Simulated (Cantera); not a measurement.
What does this Cantera script print?

```python
import numpy as np
import cantera as ct

gas = ct.Solution("gri30.yaml")
gas.TPX = 1823, 1000000, {'CH4': 1, 'H2O': 4.1}
reactor = ct.IdealGasConstPressureReactor(gas, energy="off", clone=False)
net = ct.ReactorNet([reactor])
net.rtol, net.atol = 1e-08, 1e-18
show = ['CH4', 'H2O', 'O2', 'CH2O', 'CO2']
times = np.geomspace(1e-06, 20, 9)

steps = ct.SolutionArray(gas, extra=["t"])
rows = []
print(f"{'t/s':>10s}{'T/K':>9s}{'P/Pa':>11s}" + "".join(f"{s:>11s}" for s in show))
for t in times:
    while net.time < t:
        t_next = net.step()
        steps.append(gas.state, t=t_next)
    rows.append([np.interp(t, steps.t, y) for y in (steps.T, steps.P, *steps(*show).X.T)])
    print(f"{t:10.3e}{rows[-1][0]:9.1f}{rows[-1][1]:11.4g}" + "".join(f"{x:11.3e}" for x in rows[-1][2:]))
rate = np.gradient(steps.T, steps.t)
print("integrator steps:", len(steps.t))
if steps.T.max() > steps.T[0] + 200:
    print(f"time of steepest temperature rise: {steps.t[rate.argmax()]:.4e} s")
gas.TPX = 1823, 1000000, {'CH4': 1, 'H2O': 4.1}
gas.equilibrate("TP")
print(f"equilibrium (TP): T = {gas.T:.1f} K  " + "  ".join(f"{s} {gas[s].X[0]:.3e}" for s in show))
```

It prints:

```
       t/s      T/K       P/Pa        CH4        H2O         O2       CH2O        CO2
 1.000e-06   1823.0      1e+06  1.956e-01  8.038e-01  8.013e-13  1.541e-07  4.626e-14
 8.178e-06   1823.0      1e+06  1.922e-01  8.030e-01  2.926e-10  1.869e-05  5.309e-09
 6.687e-05   1823.0      1e+06  1.614e-01  7.860e-01  7.290e-09  1.152e-04  1.616e-05
 5.469e-04   1823.0      1e+06  8.238e-02  7.142e-01  4.639e-09  3.330e-05  1.032e-03
 4.472e-03   1823.0      1e+06  3.079e-02  6.011e-01  1.355e-09  7.488e-06  1.421e-02
 3.657e-02   1823.0      1e+06  1.359e-02  4.534e-01  5.081e-10  1.416e-06  2.668e-02
 2.991e-01   1823.0      1e+06  9.682e-05  4.101e-01  3.726e-10  2.186e-07  2.668e-02
 2.446e+00   1823.0      1e+06  4.149e-07  4.099e-01  3.740e-10  2.123e-07  2.667e-02
 2.000e+01   1823.0      1e+06  4.149e-07  4.099e-01  3.740e-10  2.123e-07  2.667e-02
integrator steps: 2103
equilibrium (TP): T = 1823.0 K  CH4 4.500e-07  H2O 4.099e-01  O2 3.740e-10  CH2O 2.123e-07  CO2 2.667e-02
```

Computed with Cantera and GRI-Mech 3.0 (53 species, 325 reactions).
